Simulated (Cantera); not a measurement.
Hydrogen reduction and annealing atmospheres: Cu2O + H2 + H2O

Charge: 1 mol Cu2O, 7.4 mol H2, 1.8 mol H2O, equilibrated at 750 Torr.

Method: chemical equilibrium by Gibbs-energy minimisation in Cantera with the NASA 1993 tables (ideal gas, pure condensed phases). Candidate condensed phases: Cu, CuO, Cu(OH)2, Cu2O, H2O; 12 gas species. Rates play no part.

```tsv
T (°C)	x H2	x H2O	x Cu	x H	x OH	x Cu2	n Cu(s)	n Cu(l)
902	0.696	0.304	6.05e-9	1.02e-7	3.12e-10	<1e-12	2.00	0
952	0.696	0.304	2.42e-8	2.60e-7	1.03e-9	<1e-12	2.00	0
1002	0.696	0.304	8.66e-8	6.15e-7	3.13e-9	5.54e-12	2.00	0
1052	0.696	0.304	2.81e-7	1.36e-6	8.71e-9	2.93e-11	2.00	0
1102	0.696	0.304	8.23e-7	2.86e-6	2.25e-8	1.33e-10	0	2.00
1152	0.696	0.304	2.17e-6	5.69e-6	5.44e-8	5.10e-10	0	2.00
1202	0.696	0.304	5.36e-6	1.08e-5	1.24e-7	1.78e-9	0	2.00
1252	0.696	0.304	1.24e-5	1.97e-5	2.68e-7	5.71e-9	0	2.00
1302	0.696	0.304	2.73e-5	3.47e-5	5.51e-7	1.70e-8	0	2.00
1352	0.696	0.304	5.71e-5	5.88e-5	1.08e-6	4.69e-8	0	2.00
1402	0.695	0.304	0.000114	9.68e-5	2.05e-6	1.22e-7	0	2.00
```
x: gas mole fraction; n: condensed amount in mol.

From 902 °C to 1052 °C the condensed part is Cu(s). From 1102 °C to 1402 °C the condensed part is Cu(l).
